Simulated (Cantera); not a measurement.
Charge: 1 mol Fe2O3, 0.41 mol Cl2, 0.63 mol H2, equilibrated at 1473 K and 0.110 bar.

These are equilibrium values from Cantera (NASA tables, ideal gas, pure condensed phases), not measurements of a reactor. Candidate condensed phases: Fe, FeCl2, FeCl3, FeO, Fe(OH)2, Fe(OH)3, Fe2O3, Fe3O4, H2O; 22 gas species. Mutual solubility and eutectic melting of coexisting phases are not modelled. Equilibrium is a limit: real reactors are often held back by kinetics, nucleation or transport.

Base state: HCl 0.646, H2O 0.266, FeCl2 0.0489, O2 0.0243, Cl 0.00769, FeCl3 0.00338, Cl2 0.00276, OH 0.000102 (mole fractions); condensed: Fe2O3(s) + Fe3O4(s).

Problem. What changes in the equilibrium state with this change: temperature from 1473 K to 1150 K?

Solution. 
| species | before | after |
|---|---|---|
| HCl | 0.646 | 0.753 |
| H2O | 0.266 | 0.230 |
| FeCl2 | 0.0489 | 0.0146 |
| O2 | 0.0243 | 5.14e-7 |
| ClO | 1.01e-5 | <1e-9 |
| OH | 0.000102 | 1.53e-7 |
| HOCl | 1.03e-5 | 3.81e-8 |
| Fe2O3(s), mol | 0.213 | 0.354 |
| Fe3O4(s), mol | 0.506 | 0.425 |
